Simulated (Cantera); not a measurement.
Input: 1 mol SiH4, 0.057 mol HCl, 3.3 mol N2, equilibrated at 1100 °C and 2.33 Torr.

Cantera equilibrium calculation (NASA polynomials, part measured and part estimated; ideal gas, pure solids and liquids). Candidate condensed phases: NH4Cl, Si, Si3N4; 28 gas species. N2 is the only nitrogen source here; it is nearly inert below about 1500 K, so the nitride shown seldom forms there in practice. Kinetics and transport are ignored.

Base state: N2 0.561, H2 0.426, HCl 0.0121, H 3.91e-5, SiCl2 1.45e-5 (mole fractions); condensed: Si3N4(s).

Q: What changes in the equilibrium state with this change: HCl from 0.057 to 0.97 mol?

A: 
```tsv
species	before	after
N2	0.561	0.472
H2	0.426	0.360
HCl	0.0121	0.164
SiCl2	1.45e-5	0.00353
SiCl4	2.66e-9	0.000140
SiCl3	9.15e-8	0.000328
SiHCl3	5.93e-9	1.95e-5
Si3N4(s), mol	0.333	0.326
```
The tables' values for SiCl3 are old estimates; treat these amounts as uncertain.
